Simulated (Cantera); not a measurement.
**CCl4 + F2 + H2 (fluorocarbon and chlorocarbon gases)**

Input: 1 mol CCl4, 0.069 mol F2, 14 mol H2, equilibrated at 4.80 Pa.

These are equilibrium values from Cantera (NASA tables, ideal gas, pure condensed phases), not measurements of a reactor. Candidate condensed phases: C, C6H6, C7H8, C8H18; 118 gas species. Rates play no part.

| T (K) | log p H | log p Cl | log p H2 | log p C |
|---|---|---|---|---|
| 2548 | -4.41 | -5.23 | -5.79 | -6.64 |
| 2598 | -4.40 | -5.23 | -5.96 | -6.48 |
| 2648 | -4.40 | -5.23 | -6.13 | -6.34 |
| 2698 | -4.39 | -5.23 | -6.29 | -6.21 |
| 2748 | -4.39 | -5.23 | -6.45 | -6.09 |
| 2798 | -4.39 | -5.23 | -6.60 | -6.01 |
| 2848 | -4.39 | -5.24 | -6.76 | -5.94 |
| 2898 | -4.39 | -5.24 | -6.90 | -5.90 |
| 2948 | -4.39 | -5.24 | -7.04 | -5.87 |
| 2998 | -4.39 | -5.24 | -7.18 | -5.86 |
| 3048 | -4.39 | -5.24 | -7.31 | -5.85 |
| 3098 | -4.39 | -5.24 | -7.43 | -5.85 |
| 3148 | -4.39 | -5.24 | -7.56 | -5.84 |
log p: log10 of the partial pressure in bar; nothing condenses.

From 2548 K to 3148 K nothing is condensed. The main C-bearing gas is C3 at 2548 K and C at 3148 K.
